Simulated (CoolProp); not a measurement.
Computed with CoolProp (reference Helmholtz-energy equation of state, McLinden 2015).

**Question.** For the fluoroketone C6F12O (FK-5-1-12), give the phase and the cv (kJ/(kg K)) at 450.3 K and 25.2 kPa; 450.3 K and 2800 kPa.

**Answer.** 
- 450.3 K and 25.2 kPa: gas; cv 0.986
- 450.3 K and 2800 kPa: supercritical; cv 1.05
